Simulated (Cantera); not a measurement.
**Hydrocarbon pyrolysis for carbon deposition**

An isothermal, constant-pressure homogeneous reactor starts with 28.6 % CH₄, 71.4 % N₂, at 1400 K and 0.390 bar.

Cantera simulation using GRI-Mech 3.0 (53 species, 325 reactions); the numbers are that mechanism's predictions, not measurements. GRI-Mech 3.0 stops at C3 and has no aromatics, soot or wall deposition, so with more carbon than oxygen in the feed, carbon stays in small species such as C2H2 where larger ones or solid carbon would form.

```csv
t (s),x CH₄,x H₂,x C₂H₂,x HCN,x CH₂,x CH₃,x C₂H₆
5.00e-5,0.286,2.64e-7,<1e-12,<1e-12,<1e-12,5.31e-7,3.23e-11
0.000168,0.286,8.92e-7,<1e-12,<1e-12,<1e-12,1.78e-6,1.23e-9
0.000561,0.286,3.01e-6,1.24e-12,<1e-12,4.46e-12,5.91e-6,4.51e-8
0.00188,0.286,1.05e-5,1.83e-10,<1e-12,3.78e-11,1.73e-5,1.40e-6
0.00630,0.286,4.04e-5,1.55e-8,<1e-12,1.13e-10,3.00e-5,1.85e-5
0.0211,0.285,0.000165,5.54e-7,<1e-12,2.14e-10,4.13e-5,8.79e-5
0.0707,0.285,0.000814,1.94e-5,<1e-12,4.69e-10,6.12e-5,0.000270
0.237,0.280,0.00467,0.000542,<1e-12,6.94e-10,7.41e-5,0.000427
0.794,0.266,0.0206,0.00528,5.30e-12,5.66e-10,6.51e-5,0.000321
2.66,0.231,0.0619,0.0194,3.20e-11,3.79e-10,4.96e-5,0.000173
8.91,0.164,0.140,0.0450,1.39e-10,2.35e-10,3.28e-5,6.74e-5
29.8,0.0777,0.239,0.0756,5.56e-10,1.56e-10,1.83e-5,2.17e-5
100,0.0451,0.276,0.0867,2.68e-9,1.44e-10,1.34e-5,1.62e-5
```
x: mole fraction; the columns are a selection and need not sum to one.

Equilibrium at this temperature and pressure: CH₄ 0.0373, H₂ 0.286, C₂H₂ 0.0538, HCN 0.0768, CH₂ 1.16e-10, CH₃ 1.09e-5, C₂H₆ 1.08e-5 (gas phase only).
